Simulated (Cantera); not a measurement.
An adiabatic, constant-volume homogeneous reactor starts with CH₄ : C₂H₆ : O₂ : N₂ : CO₂ = 1 : 0.13 : 6.64 : 24.9 : 1.3 (molar parts), at 1525 K and 1.10 bar.

Model: GRI-Mech 3.0 (53 species, 325 reactions), integrated in Cantera.

x: mole fraction; the columns are a selection and need not sum to one.

```json
[
 {"t (s)": "8.00e-6", "T (K)": "1525", "P (bar)": "1.10", "x CH₄": "0.0294", "x C₂H₆": "0.00379", "x O₂": "0.195", "x HCO": "5.77e-11", "x H": "2.21e-7", "x H₂": "7.91e-7", "x CH₂": "2.99e-10"},
 {"t (s)": "2.01e-5", "T (K)": "1524", "P (bar)": "1.10", "x CH₄": "0.0294", "x C₂H₆": "0.00373", "x O₂": "0.195", "x HCO": "9.89e-10", "x H": "9.32e-7", "x H₂": "7.65e-6", "x CH₂": "2.84e-9"},
 {"t (s)": "5.04e-5", "T (K)": "1524", "P (bar)": "1.10", "x CH₄": "0.0291", "x C₂H₆": "0.00348", "x O₂": "0.195", "x HCO": "___", "x H": "___", "x H₂": "___", "x CH₂": "___"},
 {"t (s)": "0.000127", "T (K)": "1659", "P (bar)": "1.21", "x CH₄": "0.0173", "x C₂H₆": "0.000695", "x O₂": "0.179", "x HCO": "1.50e-5", "x H": "0.000210", "x H₂": "0.00559", "x CH₂": "4.49e-6"},
 {"t (s)": "0.000318", "T (K)": "2328", "P (bar)": "1.70", "x CH₄": "<1e-12", "x C₂H₆": "<1e-12", "x O₂": "0.121", "x HCO": "1.01e-9", "x H": "0.000749", "x H₂": "0.000969", "x CH₂": "<1e-12"},
 {"t (s)": "0.000798", "T (K)": "2390", "P (bar)": "1.74", "x CH₄": "<1e-12", "x C₂H₆": "<1e-12", "x O₂": "0.121", "x HCO": "2.48e-10", "x H": "0.000266", "x H₂": "0.000505", "x CH₂": "<1e-12"},
 {"t (s)": "0.00200", "T (K)": "2390", "P (bar)": "1.74", "x CH₄": "<1e-12", "x C₂H₆": "<1e-12", "x O₂": "0.121", "x HCO": "2.38e-10", "x H": "0.000258", "x H₂": "0.000495", "x CH₂": "<1e-12"},
 {"t (s)": "0.00503", "T (K)": "2388", "P (bar)": "1.73", "x CH₄": "<1e-12", "x C₂H₆": "<1e-12", "x O₂": "0.121", "x HCO": "2.32e-10", "x H": "0.000254", "x H₂": "0.000490", "x CH₂": "<1e-12"},
 {"t (s)": "0.0126", "T (K)": "2382", "P (bar)": "1.73", "x CH₄": "<1e-12", "x C₂H₆": "<1e-12", "x O₂": "0.119", "x HCO": "2.20e-10", "x H": "0.000245", "x H₂": "0.000480", "x CH₂": "<1e-12"},
 {"t (s)": "0.0317", "T (K)": "2373", "P (bar)": "1.72", "x CH₄": "<1e-12", "x C₂H₆": "<1e-12", "x O₂": "0.117", "x HCO": "2.01e-10", "x H": "0.000231", "x H₂": "0.000463", "x CH₂": "<1e-12"},
 {"t (s)": "0.0797", "T (K)": "2366", "P (bar)": "1.72", "x CH₄": "<1e-12", "x C₂H₆": "<1e-12", "x O₂": "0.116", "x HCO": "1.87e-10", "x H": "0.000220", "x H₂": "0.000450", "x CH₂": "<1e-12"},
 {"t (s)": "0.200", "T (K)": "2365", "P (bar)": "1.72", "x CH₄": "<1e-12", "x C₂H₆": "<1e-12", "x O₂": "0.115", "x HCO": "1.84e-10", "x H": "0.000218", "x H₂": "0.000447", "x CH₂": "<1e-12"}
]
```

What belongs in the gaps?


- 5.04e-5, x HCO: 4.72e-8
- 5.04e-5, x H: 6.79e-6
- 5.04e-5, x H₂: 0.000115
- 5.04e-5, x CH₂: 4.72e-8
